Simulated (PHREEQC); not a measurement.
**Arsenic or selenium liquor: an equilibrium model**

Dissolve 24 mmol/kgw H3AsO4, 7.2 mmol/kgw HCl and 11 mmol/kgw NaCl at 25 °C. Closed to the air; pH follows from the charge balance.

Model: ion-association model, wateq4f.dat, run in PHREEQC.

Precipitation was switched off in this run.

Task: Estimate the pH, ionic strength.

Result: pH 1.89; ionic strength 0.0257 mol/kgw.

Task: In which forms is As present?

Result: H3AsO4 69 %, H2AsO4- 31 % of the As.
